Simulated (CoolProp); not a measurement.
A single-stage vapour-compression cycle with ethylene: evaporating at 232.15 K (dew point), condensing at 253.15 K (bubble point), superheat 0 K, subcooling 5 K, compressor efficiency 0.7, no pressure losses. Each further row changes one setting.

Computed with CoolProp (reference Helmholtz-energy equation of state, Smukala 2000).

```
case                              cooling COP  pressure ratio  discharge temperature (K)  refrigerating effect (kJ/kg)  volumetric capacity (kJ/m³)
--------------------------------  -----------  --------------  -------------------------  ----------------------------  ---------------------------
as stated                                6.53            1.79                      275.1                           313                         8100
evaporating temperature 237.15 K         8.95            1.55                      269.2                           313                         9480
condensing temperature 248.15 K          8.93            1.57                      265.1                           328                         8500
subcooling 10 K                          6.86            1.79                      275.1                           328                         8500
superheat 10 K                           6.37            1.79                      286.5                           332                         7910
compressor efficiency 0.6                5.59            1.79                      278.9                           313                         8100
```
